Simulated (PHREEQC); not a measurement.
Solution (25 °C): 2.8 mol KCl, 0.12 mol K2SO4 and 1.2 mol KBr per kg of water. Closed to the air; pH follows from the charge balance.

Model: Pitzer model, pitzer.dat, run in PHREEQC.

| quantity | before | after |
|---|---|---|
| pH | 7.02 | 12.53 |
| ionic strength (mol/kgw) | 4.36 | 4.42 |
| SI of Misenite (K8H6(SO4)7) | -46.41 | -79.55 |

Q: Name the change that produced these shifts.
A) 0.36 mol/kgw H2SO4 added
B) diluted 100-fold with water
C) KCl left out
D) 0.02 mol/kgw Ca(OH)2 added
E) diluted 10-fold with water

A: D, 0.02 mol/kgw Ca(OH)2 added

This is a speciation only: nothing precipitates in the calculation. In brines, pH and single-ion activities rest on the MacInnes convention.
